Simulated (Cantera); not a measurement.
A perfectly stirred reactor is fed with C₂H₆ : N₂ = 1 : 87 (molar parts), at 0.315 Torr; it is held at 1125 K, and followed from long to short residence time.

Computed with Cantera and GRI-Mech 3.0 (53 species, 325 reactions). GRI-Mech 3.0 stops at C3 and has no aromatics, soot or wall deposition, so with more carbon than oxygen in the feed, carbon stays in small species such as C2H2 where larger ones or solid carbon would form. Radical loss at walls, strong at low pressure, is not modelled.

Task: What does this change do: N2 87 to 450 parts?

Result: 
```json
[
 {"quantity": "x(C₂H₆) at τ = 4.40 s", "before": "0.00974", "after": "0.00206"},
 {"quantity": "x(H) at τ = 4.40 s", "before": "2.92e-6", "after": "1.32e-6"},
 {"quantity": "x(H₂) at τ = 4.40 s", "before": "0.00138", "after": "0.000134"},
 {"quantity": "x(CH₄) at τ = 4.40 s", "before": "0.000213", "after": "1.03e-5"},
 {"quantity": "x(C₂H₄) at τ = 4.40 s", "before": "0.00142", "after": "0.000137"},
 {"quantity": "x(C₂H₆) at τ = 0.150 s", "before": "0.0114", "after": "0.00222"},
 {"quantity": "x(H) at τ = 0.150 s", "before": "8.26e-8", "after": "8.04e-9"},
 {"quantity": "x(H₂) at τ = 0.150 s", "before": "1.57e-6", "after": "2.98e-8"},
 {"quantity": "x(CH₄) at τ = 0.150 s", "before": "3.49e-7", "after": "1.40e-8"},
 {"quantity": "x(C₂H₄) at τ = 0.150 s", "before": "1.65e-6", "after": "3.78e-8"}
]
```

Task: What does this change do: temperature 1125 to 1573 K?

Result: 
| quantity | before | after |
|---|---|---|
| x(C₂H₆) at τ = 4.40 s | 0.00974 | 0.000110 |
| x(H) at τ = 4.40 s | 2.92e-6 | 0.000348 |
| x(H₂) at τ = 4.40 s | 0.00138 | 0.0182 |
| x(CH₄) at τ = 4.40 s | 0.000213 | 0.00163 |
| x(C₂H₄) at τ = 4.40 s | 0.00142 | 0.000559 |
| x(C₂H₆) at τ = 0.150 s | 0.0114 | 0.00236 |
| x(H) at τ = 0.150 s | 8.26e-8 | 0.000391 |
| x(H₂) at τ = 0.150 s | 1.57e-6 | 0.00811 |
| x(CH₄) at τ = 0.150 s | 3.49e-7 | 0.00157 |
| x(C₂H₄) at τ = 0.150 s | 1.65e-6 | 0.00380 |
